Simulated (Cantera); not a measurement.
A closed system holds: 1 mol CH2F2, 0.017 mol HCl, held at 1.33 mbar.

Method: chemical equilibrium by Gibbs-energy minimisation in Cantera with the NASA 1993 tables (ideal gas, pure condensed phases). Candidate condensed phases: C, C6H6, C7H8, C8H18; 118 gas species. Equilibrium is a limit: real reactors are often held back by kinetics, nucleation or transport.

Task: What share of the C ends up in condensed phases as a function of T (K), at 2623, 2648, 2673, 2698, 2723, 2748, 2773, 2798, 2823, 2848, 2873, 2898?

Result: 
```tsv
T (K)	C condensed (%)	as
2623	97.6	C(graphite)
2648	96.7	C(graphite)
2673	95.5	C(graphite)
2698	93.8	C(graphite)
2723	91.6	C(graphite)
2748	88.5	C(graphite)
2773	84.2	C(graphite)
2798	78.4	C(graphite)
2823	70.3	C(graphite)
2848	59.3	C(graphite)
2873	43.8	C(graphite)
2898	22.2	C(graphite)
```
